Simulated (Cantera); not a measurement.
A Cantera script and what it prints.

```python
import numpy as np
import cantera as ct

gas_names = """
    H HO2 H2 H2O H2O2 O OH O2 O3 Si SiH SiH2 SiH3 SiH4 SiO SiO2 Si2 Si3
""".split()
cond_names = """
    H2O(s) H2O(L) Si(cr) Si(L) SiO2(Lqz) SiO2(hqz) SiO2(L)
""".split()


# ... load() reads the species with a 1 bar reference pressure and builds the phases ...
atoms = {
    'Si2H6': {'Si': 2, 'H': 6},
    'H2O': {'H': 2, 'O': 1},
}
top_T = {}  # K; cautious upper limits of use, not melting points


# ... equilibrate(T, P, feed) seeds the gas with the atoms and calls Mixture.equilibrate('TP', solver="vcs", rtol=1e-11, max_steps=5000) ...
results = []
feed = {'Si2H6': 1, 'H2O': 0.4}  # mol
P = 8.7  # Pa
for T in [573, 773, 973, 1173, 1373, 1573, 1773, 1973, 2173]:
    mix = equilibrate(T, P, feed)
    results.append((T, P, feed, dict(zip(mix.species_names, mix.species_moles))))
    x = sorted(zip(gas.X, gas.species_names), reverse=True)
    print(f"T = {T:g} K  P = {P:g} Pa  gas = {mix.phase_moles(0):.4g} mol")
    print("   x: " + "  ".join(f"{s} {v:.3e}" for v, s in x if v > 0.001))
    print("   condensed (mol): " + ("  ".join(f"{mix.phase(i).name} {mix.phase_moles(i):.4g}"
          for i in range(1, mix.n_phases) if mix.phase_moles(i) > 1e-12) or "none"))
```

Output:

```
T = 573 K  P = 8.7 Pa  gas = 3.4 mol
   x: H2 1.000e+00
   condensed (mol): Si(cr) 1.8  SiO2(Lqz) 0.2
T = 773 K  P = 8.7 Pa  gas = 3.4 mol
   x: H2 1.000e+00
   condensed (mol): Si(cr) 1.8  SiO2(Lqz) 0.2
T = 973 K  P = 8.7 Pa  gas = 3.4 mol
   x: H2 1.000e+00
   condensed (mol): Si(cr) 1.8  SiO2(hqz) 0.2
T = 1173 K  P = 8.7 Pa  gas = 3.41 mol
   x: H2 9.972e-01  SiO 2.782e-03
   condensed (mol): Si(cr) 1.795  SiO2(hqz) 0.1953
T = 1373 K  P = 8.7 Pa  gas = 3.801 mol
   x: H2 8.944e-01  SiO 1.052e-01
   condensed (mol): Si(cr) 1.6
T = 1573 K  P = 8.7 Pa  gas = 3.81 mol
   x: H2 8.903e-01  SiO 1.050e-01  H 4.113e-03
   condensed (mol): Si(cr) 1.598
T = 1773 K  P = 8.7 Pa  gas = 3.953 mol
   x: H2 8.458e-01  SiO 1.012e-01  H 2.805e-02  Si 2.448e-02
   condensed (mol): Si(L) 1.501
T = 1973 K  P = 8.7 Pa  gas = 5.684 mol
   x: H2 5.441e-01  Si 2.750e-01  H 1.067e-01  SiO 7.037e-02  Si2 2.024e-03  SiH 1.369e-03
   condensed (mol): none
T = 2173 K  P = 8.7 Pa  gas = 6.407 mol
   x: H2 3.724e-01  H 3.157e-01  Si 2.485e-01  SiO 6.243e-02
   condensed (mol): none
```

Method: chemical equilibrium by Gibbs-energy minimisation in Cantera with the NASA 1993 tables (ideal gas, pure condensed phases). The feed counts by its element totals alone. Mutual solubility and eutectic melting of coexisting phases are not modelled. The tables hold silica as quartz up to 1696 K and as liquid above; real silica turns to tridymite and cristobalite and melts near 1996 K. Gases not in the tables: Si2H6 and higher silanes.
